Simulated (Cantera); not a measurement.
Charge: 1 mol Si, 5.4 mol HCl, 3.5 mol H₂, held at 1650 Torr.

Equilibrium computed with Cantera from the NASA thermochemical tables; the gas is ideal and each condensed phase is pure. Candidate condensed phases: Si; 19 gas species. The tables' values for SiCl₃ are old estimates; treat these amounts as uncertain. Rates play no part.

x: gas mole fraction; nothing condenses.

| T (°C) | x H₂ | x HCl | x SiCl₄ | x SiHCl₃ | x SiCl₃ | x SiCl₂ | x SiH₂Cl₂ |
|---|---|---|---|---|---|---|---|
| 375 | 0.696 | 0.177 | 0.127 | 3.88e-5 | 4.91e-10 | <1e-12 | 6.86e-10 |
| 450 | 0.696 | 0.177 | 0.126 | 0.000148 | 1.49e-8 | <1e-12 | 1.21e-8 |
| 525 | 0.696 | 0.178 | 0.126 | 0.000435 | 2.34e-7 | 4.91e-11 | 1.21e-7 |
| 600 | 0.695 | 0.178 | 0.126 | 0.00105 | 2.26e-6 | 2.40e-9 | 7.98e-7 |
| 675 | 0.694 | 0.179 | 0.124 | 0.00217 | 1.51e-5 | 6.17e-8 | 3.82e-6 |
| 750 | 0.692 | 0.181 | 0.123 | 0.00396 | 7.45e-5 | 9.57e-7 | 1.42e-5 |
| 825 | 0.689 | 0.184 | 0.120 | 0.00652 | 0.000290 | 9.86e-6 | 4.25e-5 |
| 900 | 0.685 | 0.188 | 0.116 | (withheld) | 0.000921 | (withheld) | (withheld) |
| 975 | 0.679 | 0.194 | 0.110 | 0.0135 | 0.00245 | 0.000395 | 0.000227 |
| 1050 | 0.671 | 0.203 | (withheld) | (withheld) | 0.00553 | (withheld) | (withheld) |
| 1125 | 0.658 | 0.217 | 0.0898 | 0.0191 | 0.0105 | 0.00525 | 0.000613 |
| 1200 | 0.640 | 0.236 | 0.0746 | 0.0190 | 0.0167 | 0.0128 | 0.000756 |

Q: Complete the blanks.

A: 
- 1050, x SiCl₄: 0.101
- 1050, x SiHCl₃: 0.0170
- 1050, x SiCl₂: 0.00165
- 1050, x SiH₂Cl₂: 0.000408
- 900, x SiHCl₃: 0.00981
- 900, x SiCl₂: 7.23e-5
- 900, x SiH₂Cl₂: 0.000107
